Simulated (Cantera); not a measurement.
Charge: 1 mol AlN, 0.012 mol C, 0.43 mol N2, equilibrated at 1.10 Pa.

Equilibrium computed with Cantera from the NASA thermochemical tables; the gas is ideal and each condensed phase is pure. Candidate condensed phases: Al, AlN, C; 16 gas species. Rates play no part.

Question: At 2700 K, list the 4 most abundant gas species with their mole fractions, and the condensed phases.

Answer: Al 0.515, N2 0.478, C 0.00401, CN 0.00208. Condensed: gas only.
